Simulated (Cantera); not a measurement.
A closed system holds: 1 mol Si₃N₄, a varied amount of H₂O, 5.2 mol H₂, equilibrated at 1400 °C and 23000 Pa.

Cantera equilibrium calculation (NASA polynomials, part measured and part estimated; ideal gas, pure solids and liquids). Candidate condensed phases: H₂O, Si, SiO₂, Si₂N₂O, Si₃N₄; 35 gas species. Mutual solubility and eutectic melting of coexisting phases are not modelled. Equilibrium is a limit: real reactors are often held back by kinetics, nucleation or transport.

**Question.** At 0.21 mol H₂O, list the 4 most abundant gas species with their mole fractions, and the condensed phases.

**Answer.** H₂ 0.987, N₂ 0.0128, H 0.000236, SiO 0.000112. Condensed: Si₂N₂O(s) + Si₃N₄(s).
